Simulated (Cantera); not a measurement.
Feed: 1 mol SiH₂Cl₂, 2.3 mol O₃, 3.2 mol N₂, equilibrated at 1.00 bar.

Method: chemical equilibrium by Gibbs-energy minimisation in Cantera with the NASA 1993 tables (ideal gas, pure condensed phases). Candidate condensed phases: H₂O, NH₄Cl, Si, SiO₂, Si₂N₂O, Si₃N₄; 47 gas species. The tables hold silica as quartz up to 1696 K and as liquid above; real silica turns to tridymite and cristobalite and melts near 1996 K. Rates play no part. All values below are at 1173 K.

Base state: N₂ 0.428, O₂ 0.305, HCl 0.177, H₂O 0.0453, Cl₂ 0.0449, Cl 0.000751, NO 0.000141, HOCl 2.14e-5 (mole fractions); condensed: SiO₂(β-quartz).

Task: What changes in the equilibrium state with this change: SiH₂Cl₂ replaced by HMDSO?

Result: 
```
species                before    after
-------------------  --------  -------
H₂                      <1e-9    0.549
CO                          0    0.237
N₂                      0.428    0.201
O₂                      0.305    <1e-9
HCl                     0.177        0
Cl₂                    0.0449        0
H₂O                    0.0453  0.00463
CH₄                         0  0.00587
CO₂                         0  0.00157
Cl                   0.000751        0
NO                   0.000141    <1e-9
SiO₂(β-quartz), mol      1.00     2.00
C(graphite), mol            0     2.10
```
The feed counts by its element totals alone. Further candidate phases: C, C₆H₆, C₇H₈, C₈H₁₈, SiC.
